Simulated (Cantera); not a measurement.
Charge: 1 mol SiF4, 4 mol N2O, held at 133 Pa.

Method: chemical equilibrium by Gibbs-energy minimisation in Cantera with the NASA 1993 tables (ideal gas, pure condensed phases). Candidate condensed phases: Si, SiO2, Si2N2O, Si3N4; 28 gas species. Equilibrium is a limit: real reactors are often held back by kinetics, nucleation or transport.

**Question.** At 1002 °C, list the 4 most abundant gas species with their mole fractions, and the condensed phases.

**Answer.** N2 0.571, O2 0.286, SiF4 0.143, NO 0.000333. Condensed: gas only.
